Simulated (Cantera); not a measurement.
# Equilibrium for nitride etching: AlN + HCl + Cl₂

Feed: 1 mol AlN, 36 mol HCl, 1.2 mol Cl₂, held at 0.133 bar.

Cantera equilibrium calculation (NASA polynomials, part measured and part estimated; ideal gas, pure solids and liquids). Candidate condensed phases: Al, AlCl₃, AlN, NH₄Cl; 20 gas species. The tables' values for AlCl₂ are old estimates; treat these amounts as uncertain. The numbers say what is thermodynamically allowed, not how fast it happens.

| T (°C) | log p HCl | log p Cl | log p AlCl₃ | log p H₂ | log p N₂ | log p AlCl₂ | log p H | log p AlCl |
|---|---|---|---|---|---|---|---|---|
| 527 | -0.90 | -10.94 | -2.46 | -2.97 | -2.75 | -11.98 | <-12 | <-12 |
| 627 | -0.90 | -9.36 | -2.45 | -2.97 | -2.75 | -10.47 | -11.42 | <-12 |
| 727 | -0.90 | -8.09 | -2.45 | -2.97 | -2.75 | -9.26 | -10.13 | <-12 |
| 827 | -0.90 | -7.05 | -2.45 | -2.97 | -2.75 | -8.29 | -9.07 | -12.33 |
| 927 | -0.90 | -6.18 | -2.45 | -2.97 | -2.75 | -7.47 | -8.19 | -10.99 |
| 1027 | -0.90 | -5.44 | -2.45 | -2.97 | -2.75 | -6.79 | -7.44 | -9.86 |
| 1127 | -0.90 | -4.81 | -2.45 | -2.97 | -2.75 | -6.20 | -6.80 | -8.90 |
| 1227 | -0.90 | -4.27 | -2.45 | -2.96 | -2.75 | -5.69 | -6.23 | -8.05 |
| 1327 | -0.90 | -3.79 | -2.45 | -2.94 | -2.75 | -5.24 | -5.73 | -7.30 |
| 1427 | -0.90 | -3.39 | -2.45 | -2.90 | -2.75 | -4.84 | -5.28 | -6.62 |
| 1527 | -0.90 | -3.05 | -2.45 | -2.82 | -2.75 | -4.46 | -4.86 | -5.98 |
| 1627 | -0.91 | -2.76 | -2.46 | -2.73 | -2.75 | -4.11 | -4.46 | -5.37 |
| 1727 | -0.91 | -2.52 | -2.47 | -2.61 | -2.75 | -3.78 | -4.10 | -4.80 |
| 1827 | -0.92 | -2.31 | -2.50 | -2.49 | -2.76 | -3.50 | -3.75 | -4.28 |
log p: log10 of the partial pressure in bar; nothing condenses.

From 527 °C to 1827 °C nothing is condensed. The main Al-bearing gas is AlCl₃ throughout.
